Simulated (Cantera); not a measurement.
Cantera with NASA thermochemical tables; ideal gases at 1 bar, condensed phases pure. Values are per mole of reaction as written; species without (g) are pure solids or liquids, kept so even where they would boil at 1 bar.

2 OH(g) + Nb → NbO2 + 2 H(g)

```csv
T (K),ΔH° (kJ),ΔS° (J/K),ΔG° (kJ),log10 K
300,-437.6,-119.9,-401.7,69.93
898,-421.3,-92.0,-338.7,19.70
973,-418.4,-88.9,-331.9,17.82
1048,-415.4,-85.9,-325.4,16.22
1123,(withheld),(withheld),(withheld),(withheld)
1198,-405.6,-77.1,-313.3,13.66
1273,(withheld),(withheld),(withheld),(withheld)
1348,-400.8,-73.3,-302.0,11.70
1423,-398.6,-71.7,-296.5,10.89
1498,-396.4,-70.2,-291.2,10.15
```

Fill in the missing entries.


- 1123, ΔH° (kJ): -408.8
- 1123, ΔS° (J/K): -79.8
- 1123, ΔG° (kJ): -319.1
- 1123, log10 K: 14.84
- 1273, ΔH° (kJ): -403.2
- 1273, ΔS° (J/K): -75.1
- 1273, ΔG° (kJ): -307.5
- 1273, log10 K: 12.62
